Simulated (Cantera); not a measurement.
Charge: 1 mol CH3SiCl3, 0.45 mol HCl, 3.6 mol H2, 0.95 mol C3H8, equilibrated at 1877 °C and 15.0 mbar.

Method: chemical equilibrium by Gibbs-energy minimisation in Cantera with the NASA 1993 tables (ideal gas, pure condensed phases). Candidate condensed phases: C, C6H6, C7H8, C8H18, Si, SiC; 109 gas species. The feed counts by its element totals alone. The tables' values for SiCl, SiCl3 are old estimates; treat these amounts as uncertain. Gases not in the tables: Si2H6 and higher silanes. The numbers say what is thermodynamically allowed, not how fast it happens.

Base state: H2 0.677, HCl 0.264, H 0.0283, SiCl2 0.0192, Cl 0.00808, Si 0.00137, C2H2 (acetylene) 0.00131, SiCl 0.000819 (mole fractions); condensed: C(graphite) + SiC(s).

What changes in the equilibrium state with this change: pressure from 15.0 mbar to 2.10 mbar?


| species | before | after |
|---|---|---|
| H2 | 0.677 | 0.632 |
| HCl | 0.264 | 0.242 |
| H | 0.0283 | 0.0732 |
| Cl | 0.00808 | 0.0205 |
| SiCl2 | 0.0192 | 0.0173 |
| Si2C | 6.76e-5 | 0.000483 |
| Si | 0.00137 | 0.00981 |
| Si2 | 1.83e-6 | 1.30e-5 |
| SiC2 | 0.000109 | 0.000776 |
| SiCl3 | 0.000106 | 3.39e-5 |
| C(graphite), mol | 3.06 | 3.16 |
| SiC(s), mol | 0.758 | 0.641 |
